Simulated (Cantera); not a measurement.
Input: 1 mol Ti, 3.2 mol H₂O, 1.8 mol N₂, equilibrated at 24000 Pa.

Equilibrium computed with Cantera from the NASA thermochemical tables; the gas is ideal and each condensed phase is pure. Candidate condensed phases: H₂O, Ti, TiN, TiO, TiO₂, Ti₂O₃, Ti₃O₅, Ti₄O₇; 27 gas species. Condensed phases not in the tables: Magnéli phases beyond Ti₄O₇. Kinetics and transport are ignored. All values below are at 2075 K.

Base state: N₂ 0.359, H₂ 0.348, H₂O 0.289, H 0.00321, OH 0.000304, NO 1.16e-5 (mole fractions); condensed: Ti₄O₇(l).

Question: What changes in the equilibrium state with this change: pressure from 24000 Pa to 13300 Pa?

Answer: 
```json
[
 {"species": "N₂", "before": "0.359", "after": "0.359"},
 {"species": "H₂", "before": "0.348", "after": "0.347"},
 {"species": "H₂O", "before": "0.289", "after": "0.289"},
 {"species": "H", "before": "0.00321", "after": "0.00430"},
 {"species": "NO", "before": "1.16e-5", "after": "1.56e-5"},
 {"species": "OH", "before": "0.000304", "after": "0.000408"},
 {"species": "Ti₄O₇(l), mol", "before": "0.250", "after": "0.250"}
]
```
